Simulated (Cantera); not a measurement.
**Premixed flame**

A freely propagating, adiabatic, planar premixed flame of 32.1 % H₂, 12.4 % O₂, 55.5 % N₂, equivalence ratio 1.3, unburnt at 350 K and 1.00 bar; mixture-averaged transport, grid criteria slope 0.08 and curve 0.16, no radiation.

Detailed kinetics in Cantera: the H2/O2 subset of GRI-Mech 3.0, which has no nitrogen chemistry. Burning velocities carry a grid error of a few per cent, more on coarse grids.

| z (mm) | T (K) | u (m/s) | x H₂ | x O₂ | x H₂O₂ | x OH | x O | x H |
|---|---|---|---|---|---|---|---|---|
| -1.10 | 350 | 3.04 | 0.321 | 0.124 | <1e-8 | <1e-8 | <1e-8 | <1e-8 |
| -0.731 | 350 | 3.04 | 0.321 | 0.124 | <1e-8 | <1e-8 | <1e-8 | <1e-8 |
| -0.548 | 350 | 3.04 | 0.321 | 0.124 | <1e-8 | <1e-8 | <1e-8 | <1e-8 |
| -0.365 | 350 | 3.04 | 0.321 | 0.124 | <1e-8 | <1e-8 | <1e-8 | <1e-8 |
| -0.183 | 362 | 3.12 | 0.315 | 0.125 | 4.80e-6 | 4.58e-6 | 8.24e-7 | 1.10e-6 |
| -0.0914 | 591 | 4.95 | 0.283 | 0.121 | 9.28e-5 | 0.000903 | 0.000102 | 0.00191 |
| 0 | 1041 | 8.44 | 0.208 | 0.0955 | 1.54e-5 | 0.00151 | 0.00182 | 0.0208 |
| 0.0914 | 1369 | 11.0 | 0.124 | 0.0466 | 2.99e-6 | 0.00438 | 0.00540 | 0.0466 |
| 0.183 | 1540 | 12.2 | 0.0849 | 0.0187 | 1.97e-6 | 0.00673 | 0.00578 | 0.0556 |
| 0.365 | 1694 | 13.4 | 0.0740 | 0.00774 | 1.10e-6 | 0.00849 | 0.00474 | 0.0497 |
| 0.731 | 1835 | 14.3 | 0.0758 | 0.00505 | 5.55e-7 | 0.00891 | 0.00339 | 0.0374 |
| 1.46 | 1963 | 15.2 | 0.0772 | 0.00305 | 2.79e-7 | 0.00818 | 0.00204 | 0.0260 |
| 2.92 | 2064 | 15.9 | 0.0779 | 0.00157 | 1.47e-7 | 0.00657 | 0.00104 | 0.0171 |
x: mole fraction of selected species; z is measured from the peak of heat release.

```
Item                        Result
------------------------  --------
laminar burning velocity  304 cm/s
thermal thickness         0.365 mm
peak x(H₂O₂)               9.30e-5
peak x(OH)                 0.00892
peak x(O)                  0.00590
peak x(H)                   0.0558
```
